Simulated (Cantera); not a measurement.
**Chlorosilane synthesis and conversion: Si + Cl2 + H2**

Charge: 1 mol Si, 1.3 mol Cl2, 7.8 mol H2, equilibrated at 13.0 bar.

Cantera equilibrium calculation (NASA polynomials, part measured and part estimated; ideal gas, pure solids and liquids). Candidate condensed phases: Si; 19 gas species. The tables' values for SiCl3 are old estimates; treat these amounts as uncertain. Rates play no part.

```tsv
T (K)	x H2	x SiHCl3	x SiCl4	x HCl	x SiH2Cl2	x SiCl3	x SiCl2	n Si(s)
973	0.903	0.0496	0.0362	0.00371	0.00708	0.000176	2.45e-5	0.223
1023	0.902	0.0486	0.0362	0.00568	0.00724	0.000330	6.35e-5	0.228
1073	0.900	0.0476	0.0359	0.00832	0.00736	0.000580	0.000150	0.234
1123	0.897	0.0464	0.0354	0.0118	0.00744	0.000964	0.000325	0.241
1173	0.894	0.0450	0.0347	0.0161	0.00746	0.00152	0.000657	0.250
1223	0.890	0.0433	0.0336	0.0213	0.00744	0.00229	0.00124	0.261
1273	0.886	0.0413	0.0321	0.0276	0.00734	0.00330	0.00222	0.272
1323	0.880	0.0389	0.0302	0.0347	0.00718	0.00455	0.00374	0.283
```
x: gas mole fraction; n: condensed amount in mol.

From 973 K to 1323 K the condensed part is Si(s). The main Si-bearing gas is SiHCl3 throughout. The share of Si in condensed phases is highest at 1323 K (28.3 %) and lowest at 973 K (22.3 %).
